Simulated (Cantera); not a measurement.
Input: 1 mol CH2F2, 0.26 mol H2, at 3123 K.

Method: chemical equilibrium by Gibbs-energy minimisation in Cantera with the NASA 1993 tables (ideal gas, pure condensed phases). Candidate condensed phases: C, C6H6, C7H8, C8H18; 95 gas species. Equilibrium is a limit: real reactors are often held back by kinetics, nucleation or transport.

Problem. What share of the C ends up in condensed phases as a function of P (Pa), at 1, 4.20, 18, 75, 320, 1300, 5600, 24000, 100000?

Solution. 
```tsv
P (Pa)	C condensed (%)	as
1	0.0	-
4.20	0.0	-
18	0.0	-
75	0.0	-
320	0.0	-
1300	2.3	C(graphite)
5600	77.9	C(graphite)
24000	92.2	C(graphite)
100000	95.0	C(graphite)
```
